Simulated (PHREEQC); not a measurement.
A solution holds 0.058 mol/kgw Al2(SO4)3, 0.016 mol/kgw CuCl2 and 0.023 mol/kgw H2SO4, at 25 °C. Closed to the air; pH follows from the charge balance.

Computed with PHREEQC (ion-association model, phreeqc.dat).

* **pH**: 1.76
* **ionic strength**: 0.250 mol/kgw
* **total alkalinity**: -46.0 meq/kg

| species | molality | activity | log γ |
|---|---|---|---|
| AlSO4+ | 0.0764 | 0.0545 | -0.147 |
| SO4-2 | 0.0393 | 0.0106 | -0.570 |
| Cl- | 0.0317 | 0.0222 | -0.156 |
| Al(SO4)2- | 0.0255 | 0.0182 | -0.147 |
| HSO4- | 0.0239 | 0.0177 | -0.132 |
| H+ | 0.0218 | 0.0172 | -0.103 |
| Al+3 | 0.0138 | 0.00163 | -0.926 |
| Cu+2 | 0.00970 | 0.00297 | -0.514 |
| CuSO4 | 0.00605 | 0.00641 | 0.025 |
| AlHSO4+2 | 0.000280 | 8.31e-5 | -0.527 |
| CuCl+ | 0.000253 | 0.000177 | -0.154 |
| AlOH+2 | 3.26e-6 | 9.38e-7 | -0.541 |
| CuCl2 | 1.99e-6 | 2.11e-6 | 0.025 |

This is a speciation only: nothing precipitates in the calculation.
